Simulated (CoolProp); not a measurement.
Properties of carbonyl sulfide along the isobar 0.101 MPa (Tc = 105.6 °C, pc = 6.369 MPa, ω = 0.098).

The numbers come from the reference Helmholtz-energy equation of state, Lemmon 2006 in CoolProp. It is a short technical equation, of lower accuracy than the large ones.

```tsv
T (°C)	phase	Z	cp (kJ/(kg K))	Joule-Thomson coefficient (K/MPa)	isothermal compressibility (1/MPa)
90.35	gas	0.9940	0.7454	12.43	9.961
103.75	gas	0.9946	0.7536	11.44	9.955
117.15	gas	0.9952	0.7615	10.57	9.949
130.55	gas	0.9956	0.7691	9.803	9.945
143.95	gas	0.9961	0.7763	9.124	9.940
157.35	gas	0.9964	0.7833	8.517	9.936
170.85	gas	0.9968	0.7901	7.969	9.933
184.25	gas	0.9971	0.7966	7.479	9.930
197.65	gas	0.9973	0.8029	7.035	9.928
211.05	gas	0.9976	0.8089	6.632	9.925
224.45	gas	0.9978	0.8148	6.263	9.923
237.85	gas	0.9980	0.8204	5.925	9.921
251.25	gas	0.9981	0.8259	5.615	9.919
264.65	gas	0.9983	0.8312	5.329	9.918
278.05	gas	0.9984	0.8364	5.064	9.916
```
